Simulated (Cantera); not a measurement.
# Thermodynamics of hydrogen reduction and annealing atmospheres, feed SiO2 + H2 + N2

Feed: 1 mol SiO2, 1100 mol H2, 27 mol N2, equilibrated at 0.630 bar.

These are equilibrium values from Cantera (NASA tables, ideal gas, pure condensed phases), not measurements of a reactor. Candidate condensed phases: H2O, Si, SiO2, Si2N2O, Si3N4; 35 gas species. Mutual solubility and eutectic melting of coexisting phases are not modelled. The tables hold silica as quartz up to 1696 K and as liquid above; real silica turns to tridymite and cristobalite and melts near 1996 K. The numbers say what is thermodynamically allowed, not how fast it happens.

```json
[
 {"T (K)": "1525", "x H2": "0.976", "x N2": "0.0239", "x H": "2.94e-5", "x H2O": "0.000196", "x SiO": "2.76e-5", "n SiO2(β-quartz)": "0.843", "n Si2N2O(s)": "0.0631"},
 {"T (K)": "1600", "x H2": "0.976", "x N2": "0.0239", "x H": "6.77e-5", "x H2O": "0.000226", "x SiO": "0.000176", "n SiO2(β-quartz)": "0.764", "n Si2N2O(s)": "0.0191"},
 {"T (K)": "1675", "x H2": "0.975", "x N2": "0.0239", "x H": "0.000144", "x H2O": "0.000493", "x SiO": "0.000493", "n SiO2(β-quartz)": "0.444", "n Si2N2O(s)": "0"},
 {"T (K)": "1750", "x H2": "0.974", "x N2": "0.0239", "x H": "0.000289", "x H2O": "0.000886", "x SiO": "0.000886", "n SiO2(β-quartz)": "0", "n Si2N2O(s)": "0"},
 {"T (K)": "1825", "x H2": "0.974", "x N2": "0.0239", "x H": "0.000548", "x H2O": "0.000886", "x SiO": "0.000886", "n SiO2(β-quartz)": "0", "n Si2N2O(s)": "0"},
 {"T (K)": "1900", "x H2": "0.973", "x N2": "0.0239", "x H": "0.000986", "x H2O": "0.000886", "x SiO": "0.000886", "n SiO2(β-quartz)": "0", "n Si2N2O(s)": "0"},
 {"T (K)": "1975", "x H2": "0.973", "x N2": "0.0239", "x H": "0.00170", "x H2O": "0.000886", "x SiO": "0.000886", "n SiO2(β-quartz)": "0", "n Si2N2O(s)": "0"},
 {"T (K)": "2050", "x H2": "0.972", "x N2": "0.0239", "x H": "0.00282", "x H2O": "0.000885", "x SiO": "0.000885", "n SiO2(β-quartz)": "0", "n Si2N2O(s)": "0"},
 {"T (K)": "2125", "x H2": "0.970", "x N2": "0.0239", "x H": "0.00451", "x H2O": "0.000884", "x SiO": "0.000884", "n SiO2(β-quartz)": "0", "n Si2N2O(s)": "0"}
]
```
x: gas mole fraction; n: condensed amount in mol.

From 1525 K to 1600 K the condensed part is SiO2(β-quartz) + Si2N2O(s). At 1675 K the condensed part is SiO2(β-quartz). From 1750 K to 2125 K nothing is condensed. The main Si-bearing gas is SiO throughout.
